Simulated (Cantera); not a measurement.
Charge: 1 mol S, 2.8 mol O₂, equilibrated at 2898.15 K and 69.0 Pa.

Equilibrium computed with Cantera from the NASA thermochemical tables; the gas is ideal and each condensed phase is pure. Candidate condensed phases: S; 10 gas species. Kinetics and transport are ignored.

Base state: O 0.761, S 0.0932, SO 0.0704, O₂ 0.0642, SO₂ 0.0115, S₂ 0.000174 (mole fractions); condensed: gas only.

**Question.** What changes in the equilibrium state with this change: O₂ from 2.8 to 0.6 mol?

**Answer.** 
```json
[
 {"species": "O", "before": "0.761", "after": "0.431"},
 {"species": "S", "before": "0.0932", "after": "0.372"},
 {"species": "SO", "before": "0.0704", "after": "0.159"},
 {"species": "O₂", "before": "0.0642", "after": "0.0206"},
 {"species": "SO₂", "before": "0.0115", "after": "0.0147"},
 {"species": "S₂", "before": "0.000174", "after": "0.00276"}
]
```
